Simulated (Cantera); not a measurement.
Feed: 1 mol NiS, 38 mol H₂, at 1.00 Torr.

Method: chemical equilibrium by Gibbs-energy minimisation in Cantera with the NASA 1993 tables (ideal gas, pure condensed phases). Candidate condensed phases: Ni, NiS, NiS₂, Ni₃S₂, Ni₃S₄, S; 9 gas species. Equilibrium is a limit: real reactors are often held back by kinetics, nucleation or transport. All values below are at 1252 °C.

Base state: H₂ 0.980, H₂S 0.00985, S₂ 0.00728, SH 0.00151, H 0.000642, S 0.000127, Ni 6.71e-5, NiS 3.65e-5 (mole fractions); condensed: Ni(s).

Task: What changes in the equilibrium state with this change: pressure from 1.00 Torr to 713 Torr?

Result: 
```
species          before    after
-------------  --------  -------
H₂                0.980    0.987
H₂S             0.00985   0.0125
SH              0.00151  7.16e-5
S₂              0.00728  1.63e-5
Ni              6.71e-5  9.41e-8
S              0.000127  2.24e-7
NiS             3.65e-5  6.45e-8
Ni(s), mol        0.996    0.219
Ni₃S₂(l), mol         0    0.260
```
Metal and sulfide melt together well below either melting point, which pure phases cannot show. Mutual solubility and eutectic melting of coexisting phases are not modelled.
